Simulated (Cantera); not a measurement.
A freely propagating, adiabatic, planar premixed flame of H2 : O2 : N2 = 1 : 0.238 : 1.07 (molar parts), equivalence ratio 2.1, unburnt at 325 K and 7.80 atm; mixture-averaged transport, grid criteria slope 0.08 and curve 0.16, no radiation.

Computed with Cantera and the H2/O2 subset of GRI-Mech 3.0, which has no nitrogen chemistry. The hydrogen kinetics of GRI-Mech 3.0 are dated; newer H2 mechanisms differ, most at raised pressure. Burning velocities carry a grid error of a few per cent, more on coarse grids.

Problem. What does this change do: inlet temperature 325 to 350 K?

Solution. 
| quantity | before | after |
|---|---|---|
| laminar burning velocity | 207 cm/s | 239 cm/s |
| thermal thickness | 0.0315 mm | 0.0314 mm |
| peak x(HO2) | 0.00118 | 0.00118 |
| peak x(O) | 0.000708 | 0.000770 |
| peak x(OH) | 0.00133 | 0.00144 |
